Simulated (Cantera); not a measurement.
Input: 1 mol Si, 0.0037 mol H2O, 630 mol N2, held at 6230 Torr.

Method: chemical equilibrium by Gibbs-energy minimisation in Cantera with the NASA 1993 tables (ideal gas, pure condensed phases). Candidate condensed phases: H2O, Si, SiO2, Si2N2O, Si3N4; 35 gas species. N2 is the only nitrogen source here; it is nearly inert below about 1500 K, so the nitride shown seldom forms there in practice. Mutual solubility and eutectic melting of coexisting phases are not modelled. Equilibrium is a limit: real reactors are often held back by kinetics, nucleation or transport.

Question: Which condensed phases are stable at each of these points (T (K)): 1223, 1323, 1423, 1523, 1623, 1723, 1823, 1923, 2023?

Answer: 
```
T (K)      condensed phases  Si condensed (%)
-----  --------------------  ----------------
1223   Si2N2O(s) + Si3N4(s)             100.0
1323   Si2N2O(s) + Si3N4(s)             100.0
1423   Si2N2O(s) + Si3N4(s)             100.0
1523   Si2N2O(s) + Si3N4(s)             100.0
1623   Si2N2O(s) + Si3N4(s)             100.0
1723   Si2N2O(s) + Si3N4(s)             100.0
1823               Si3N4(s)              99.6
1923               Si3N4(s)              99.6
2023               Si3N4(s)              99.6
```

From 1223 K to 1723 K the condensed part is Si2N2O(s) + Si3N4(s). From 1823 K to 2023 K the condensed part is Si3N4(s).
